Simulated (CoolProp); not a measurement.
A single-stage vapour-compression cycle with R124: evaporating at 326.15 K (dew point), condensing at 384.15 K (bubble point), superheat 0 K, subcooling 2 K, compressor efficiency 0.7, no pressure losses. Each further row changes one setting.

Values from CoolProp's reference Helmholtz-energy equation of state, de Vries 1995.

| case | cooling COP | pressure ratio | discharge temperature (K) | refrigerating effect (kJ/kg) | volumetric capacity (kJ/m³) |
|---|---|---|---|---|---|
| as stated | 1.94 | 3.51 | 390.0 | 51.4 | 2660 |
| evaporating temperature 331.15 K | ? | 3.09 | ? | ? | 3180 |
| condensing temperature 379.15 K | 2.40 | 3.19 | 384.2 | 59.5 | 3080 |
| subcooling 7 K | ? | 3.51 | 390.0 | 60.3 | 3130 |
| superheat 10 K | 2.11 | 3.51 | ? | 60.6 | ? |
| compressor efficiency 0.6 | ? | 3.51 | ? | 51.4 | 2660 |

**Question.** Complete the blanks.

**Answer.** 
- evaporating temperature 331.15 K, cooling COP: 2.27
- evaporating temperature 331.15 K, discharge temperature (K): 389.7
- evaporating temperature 331.15 K, refrigerating effect (kJ/kg): 53.8
- subcooling 7 K, cooling COP: 2.28
- superheat 10 K, discharge temperature (K): 397.8
- superheat 10 K, volumetric capacity (kJ/m³): 2960
- compressor efficiency 0.6, cooling COP: 1.66
- compressor efficiency 0.6, discharge temperature (K): 392.8
